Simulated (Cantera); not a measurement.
Hydrocarbon pyrolysis for carbon deposition

A perfectly stirred reactor is fed with 16.9 % CH4, 83.1 % H2, at 2670 Pa; it is held at 1750 K, and followed from long to short residence time.

Cantera simulation using GRI-Mech 3.0 (53 species, 325 reactions); the numbers are that mechanism's predictions, not measurements. GRI-Mech 3.0 stops at C3 and has no aromatics, soot or wall deposition, so with more carbon than oxygen in the feed, carbon stays in small species such as C2H2 where larger ones or solid carbon would form. Radical loss at walls, strong at low pressure, is not modelled.

```tsv
τ (s)	x CH4	x H2	x C2H6	x CH3	x C2H4	x H
1.1	0.0300	0.909	3.62e-6	0.000729	0.000145	0.00109
0.46	0.0467	0.899	7.94e-6	0.00105	0.000258	0.00101
0.19	0.0703	0.886	1.61e-5	0.00146	0.000481	0.000919
0.083	0.0972	0.870	2.75e-5	0.00187	0.000802	0.000836
0.035	0.126	0.853	3.99e-5	0.00220	0.00115	0.000744
0.015	0.149	0.840	4.34e-5	0.00221	0.00121	0.000624
0.0063	0.163	0.833	2.88e-5	0.00169	0.000716	0.000431
0.0027	0.168	0.831	8.83e-6	0.000877	0.000154	0.000216
0.0011	0.169	0.830	1.49e-6	0.000364	1.38e-5	8.94e-5
0.00049	0.169	0.830	2.41e-7	0.000162	1.29e-6	4.02e-5
```
x: mole fraction; the columns are a selection and need not sum to one.
